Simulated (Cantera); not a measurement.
Feed: 1 mol FeS2, 1100 mol H2, 0.048 mol H2O, at 5.60 bar.

Cantera equilibrium calculation (NASA polynomials, part measured and part estimated; ideal gas, pure solids and liquids). Candidate condensed phases: Fe, FeO, Fe(OH)2, Fe(OH)3, FeS, FeSO4, FeS2, Fe2O3, Fe2(SO4)3, Fe3O4, H2O, H2SO4, S; 22 gas species. Rates play no part.

x: gas mole fraction; n: condensed amount in mol.

| T (°C) | x H2 | x H2S | x H | x SH | n Fe(α) | n Fe(γ) | n Fe(δ) | n Fe(l) |
|---|---|---|---|---|---|---|---|---|
| 827 | 0.998 | 0.00182 | 1.09e-8 | 2.81e-8 | 1.00 | 0 | 0 | 0 |
| 927 | 0.998 | 0.00182 | 8.33e-8 | 1.26e-7 | 0 | 1.00 | 0 | 0 |
| 1027 | 0.998 | 0.00182 | 4.67e-7 | 4.49e-7 | 0 | 1.00 | 0 | 0 |
| 1127 | 0.998 | 0.00182 | 2.05e-6 | 1.33e-6 | 0 | 1.000 | 0 | 0 |
| 1227 | 0.998 | 0.00181 | ___ | ___ | 0 | 1.000 | 0 | 0 |
| 1327 | 0.998 | 0.00181 | 2.30e-5 | 7.80e-6 | 0 | 1.000 | 0 | 0 |
| 1427 | 0.998 | 0.00180 | 6.22e-5 | 1.61e-5 | 0 | 0 | 0.999 | 0 |
| 1527 | 0.998 | 0.00179 | ___ | ___ | 0 | 0 | 0.994 | 0 |
| 1627 | 0.998 | 0.00176 | 0.000335 | 5.36e-5 | 0 | 0 | 0 | 0.978 |
| 1727 | 0.997 | 0.00172 | 0.000686 | 8.83e-5 | 0 | 0 | 0 | 0.928 |

### Question
Fill in the missing entries.

### Answer

- 1527, x H: 0.000151
- 1527, x SH: 3.05e-5
- 1227, x H: 7.43e-6
- 1227, x SH: 3.42e-6
